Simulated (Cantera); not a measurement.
Input: 1 mol C, 0.033 mol H2O, at 3000000 Pa.

Method: chemical equilibrium by Gibbs-energy minimisation in Cantera with the NASA 1993 tables (ideal gas, pure condensed phases). Candidate condensed phases: C, C6H6, C7H8, C8H18, H2O; 110 gas species. Kinetics and transport are ignored.

### Question
At 2550 °C, list the 6 most abundant gas species with their mole fractions, and the condensed phases.

### Answer
CO 0.498, H2 0.473, C2H2 (acetylene) 0.0170, H 0.0111, CH4 0.000639, C4H2 0.000255. Condensed: C(graphite).
